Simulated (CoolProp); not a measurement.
CHF3 (R23) along the isotherm 238.9 K: Z from the reference equation and from simpler models built on Tc = 299.3 K, pc = 4832 kPa, ω = 0.263; each cubic takes its own stable root.

Computed with CoolProp (reference Helmholtz-energy equation of state, Penoncello 2003).

```csv
p (kPa),phase,reference
453,gas,0.9195
906,liquid,0.02571
1360,liquid,0.03851
1810,liquid,0.05114
2260,liquid,0.06372
2720,liquid,0.07653
3170,liquid,0.08902
3620,liquid,0.1015
4080,liquid,0.1141
4530,liquid,0.1265
4980,liquid,0.1388
5440,liquid,0.1513
5890,liquid,0.1636
6340,liquid,0.1757
6790,liquid,0.1879
7250,liquid,0.2003
```

Q: How far does each simpler model (van der Waals, Redlich-Kwong, Soave-Redlich-Kwong, Peng-Robinson) lie from the reference over these 16 states: mean and median of the absolute difference, and the worst?

A: 
- van der Waals: mean 480.6 %, median 72.6 %, worst +3381.9 % at 238.9 K and 906 kPa
- Redlich-Kwong: mean 224.5 %, median 23.2 %, worst +3264.8 % at 238.9 K and 906 kPa
- Soave-Redlich-Kwong: mean 17.0 %, median 18.0 %, worst +19.0 % at 238.9 K and 906 kPa
- Peng-Robinson: mean 4.1 %, median 4.2 %, worst +4.9 % at 238.9 K and 906 kPa

At some of these states van der Waals, Redlich-Kwong gives the other phase, because its saturation line lies elsewhere.
